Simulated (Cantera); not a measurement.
Feed: 1 mol SiH₂Cl₂, 1.4 mol HCl, 10 mol N₂, at 7.50 Torr.

Cantera equilibrium calculation (NASA polynomials, part measured and part estimated; ideal gas, pure solids and liquids). Candidate condensed phases: NH₄Cl, Si, Si₃N₄; 28 gas species. N₂ is the only nitrogen source here; it is nearly inert below about 1500 K, so the nitride shown seldom forms there in practice. The tables' values for SiCl₃ are old estimates; treat these amounts as uncertain. Rates play no part. All values below are at 1423 K.

Base state: N₂ 0.748, HCl 0.168, H₂ 0.0480, SiCl₂ 0.0208, SiCl₄ 0.00850, SiCl₃ 0.00668, SiHCl₃ 0.000189, Cl 4.16e-5 (mole fractions); condensed: Si₃N₄(s).

Task: What changes in the equilibrium state with this change: N₂ from 10 to 22 mol?

Result: 
```
species          before    after
-------------  --------  -------
N₂                0.748    0.868
HCl               0.168   0.0912
H₂               0.0480   0.0226
SiCl₂            0.0208   0.0119
SiHCl₃         0.000189  5.87e-5
SiCl₄           0.00850  0.00306
Si₃N₄(s), mol     0.178    0.184
```
